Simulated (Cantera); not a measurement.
Cantera run, input and output.

```python
import numpy as np
import cantera as ct

gas = ct.Solution("gri30.yaml")
gas.TPX = 1375, 1400, {'H2': 0.25, 'O2': 1}
inlet = ct.Reservoir(gas, clone=True)

reactor = ct.IdealGasConstPressureReactor(gas, energy="off", clone=False)
exhaust = ct.Reservoir(gas, clone=True)
tau = [11, 2.3, 0.46, 0.092, 0.019, 0.0038, 0.00076, 0.00015][0]
for a, b in ((inlet, reactor), (reactor, exhaust)):
    ct.MassFlowController(a, b, mdot=lambda t: reactor.mass / tau)
net = ct.ReactorNet([reactor])
show = ['H2', 'O2', 'HO2', 'OH', 'O', 'H', 'H2O2']

rows = []
print(f"{'tau/s':>10s}{'T/K':>9s}" + "".join(f"{s:>11s}" for s in show))
for tau in [11, 2.3, 0.46, 0.092, 0.019, 0.0038, 0.00076, 0.00015]:
    net.initial_time = 0.0
    net.advance(30 * tau)
    before = gas.X
    net.advance(40 * tau)
    drift = np.max(np.abs(gas.X - before) / (gas.X + 1e-9))
    rows.append([gas.T, *gas[show].X, drift])
    print(f"{tau:10.3e}{gas.T:9.1f}" + "".join(f"{x:11.3e}" for x in gas[show].X))
```

It prints:

```
     tau/s      T/K         H2         O2        HO2         OH          O          H       H2O2
 1.100e+01   1375.0  1.505e-04  7.760e-01  1.046e-06  2.013e-03  9.428e-04  6.557e-05  5.993e-08
 2.300e+00   1375.0  4.230e-04  7.738e-01  2.191e-06  3.391e-03  2.690e-03  3.160e-04  1.020e-07
 4.600e-01   1375.0  1.195e-03  7.680e-01  3.936e-06  5.725e-03  7.744e-03  1.547e-03  1.631e-07
 9.200e-02   1375.0  3.177e-03  7.529e-01  5.659e-06  9.315e-03  2.109e-02  6.995e-03  2.298e-07
 1.900e-02   1375.0  7.012e-03  7.224e-01  6.382e-06  1.350e-02  4.752e-02  2.387e-02  2.617e-07
 3.800e-03   1375.0  1.221e-02  6.915e-01  6.150e-06  1.648e-02  7.268e-02  4.715e-02  2.578e-07
 7.600e-04   1375.0  2.405e-02  6.887e-01  5.860e-06  1.895e-02  7.225e-02  5.741e-02  2.856e-07
 1.500e-04   1375.0  6.991e-02  7.197e-01  5.050e-06  1.987e-02  4.586e-02  4.877e-02  3.032e-07
```

Cantera simulation using GRI-Mech 3.0 (53 species, 325 reactions); the numbers are that mechanism's predictions, not measurements. Radical loss at walls, strong at low pressure, is not modelled. The temperature is held fixed by assumption; the heat of reaction is taken as removed at once.
